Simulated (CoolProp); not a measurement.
Ethanol along the isobar 979 kPa: fugacity coefficient from the reference equation and from simpler models built on Tc = 241.6 °C, pc = 6268 kPa, ω = 0.644; each cubic takes its own stable root.

The numbers come from the reference Helmholtz-energy equation of state, Schroeder 2014 in CoolProp.

| T (°C) | phase | reference | van der Waals | Redlich-Kwong | Soave-Redlich-Kwong | Peng-Robinson |
|---|---|---|---|---|---|---|
| 69.35 | liquid | ? | 0.8702 | 0.3444 | 0.07180 | 0.07476 |
| 82.25 | liquid | 0.1181 | 0.8900 | 0.4677 | 0.1204 | 0.1238 |
| 95.25 | liquid | 0.1881 | ? | 0.6180 | 0.1928 | 0.1962 |
| 108.15 | liquid | 0.2864 | 0.9063 | 0.7934 | ? | 0.2967 |
| 121.15 | liquid | 0.4213 | 0.9133 | 0.8886 | 0.4326 | 0.4331 |
| 134.05 | liquid | 0.5973 | 0.9195 | 0.8980 | 0.6116 | ? |
| 146.95 | liquid | 0.8208 | 0.9252 | 0.9065 | 0.8366 | 0.8290 |
| 159.95 | gas | 0.8917 | 0.9303 | 0.9141 | 0.8991 | 0.8931 |
| 172.85 | gas | 0.9065 | 0.9349 | ? | 0.9091 | 0.9031 |
| 185.75 | gas | 0.9188 | 0.9392 | 0.9269 | 0.9181 | 0.9121 |
| 198.75 | gas | 0.9293 | 0.9431 | 0.9325 | 0.9261 | 0.9202 |

### Question
What belongs in the gaps?

### Answer

- 69.35, reference: 0.07118
- 95.25, van der Waals: 0.8986
- 108.15, Soave-Redlich-Kwong: 0.2942
- 134.05, Peng-Robinson: 0.6088
- 172.85, Redlich-Kwong: 0.9208

At some of these states van der Waals, Redlich-Kwong gives the other phase, because its saturation line lies elsewhere.
